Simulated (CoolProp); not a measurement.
Properties of dimethyl carbonate along the isobar 6.67 MPa.

The numbers come from the reference Helmholtz-energy equation of state, Zhou 2011 in CoolProp.

| T (K) | phase | speed of sound (m/s) | isothermal compressibility (1/MPa) | fugacity coefficient |
|---|---|---|---|---|
| 529 | liquid | 396.9 | 0.01394 | 0.3983 |
| 533.8 | liquid | 375.5 | 0.01626 | 0.4181 |
| 538.5 | liquid | 353.5 | 0.01923 | 0.4378 |
| 543.2 | liquid | 330.6 | 0.02326 | 0.4576 |
| 548 | liquid | 306.1 | 0.02908 | 0.4780 |
| 552.7 | liquid | 280.9 | 0.03752 | 0.4979 |
| 557.4 | supercritical | 254.5 | 0.05072 | 0.5176 |
| 562.2 | supercritical | 226.4 | 0.07345 | 0.5376 |
| 566.9 | supercritical | 198.5 | 0.1138 | 0.5566 |
| 571.6 | supercritical | 171.7 | 0.1908 | 0.5748 |
| 576.3 | supercritical | 149.4 | 0.3278 | 0.5920 |
| 581.1 | supercritical | 137.6 | 0.4544 | 0.6080 |
| 585.8 | supercritical | 137.0 | 0.4480 | 0.6220 |
| 590.5 | supercritical | 140.7 | 0.4019 | 0.6348 |
| 595.3 | supercritical | 145.4 | 0.3611 | 0.6468 |
| 600 | supercritical | 150.2 | 0.3307 | 0.6577 |
